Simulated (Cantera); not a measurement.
Feed: 1 mol B2O3, 1.6 mol F2, 1.5 mol O2, at 10000 Pa.

Method: chemical equilibrium by Gibbs-energy minimisation in Cantera with the NASA 1993 tables (ideal gas, pure condensed phases). Candidate condensed phases: B, B2O3; 21 gas species. The numbers say what is thermodynamically allowed, not how fast it happens. All values below are at 1748 K.

Base state: O2 0.535, BOF 0.324, BF3 0.139, BOF2 0.000746, BO2 0.000203, B3O3F3 0.000198, O 0.000170, B2O3 0.000147 (mole fractions); condensed: gas only.

Problem. What changes in the equilibrium state with this change: 0.017 mol NH3 added?

Solution. 
```json
[
 {"species": "O2", "before": "0.535", "after": "0.526"},
 {"species": "BOF", "before": "0.324", "after": "0.326"},
 {"species": "BF3", "before": "0.139", "after": "0.132"},
 {"species": "HF", "before": "0", "after": "0.0115"},
 {"species": "N2", "before": "0", "after": "0.00183"},
 {"species": "NO", "before": "0", "after": "0.000264"}
]
```
Further candidate phases: BN, B3O3H3, H2O.
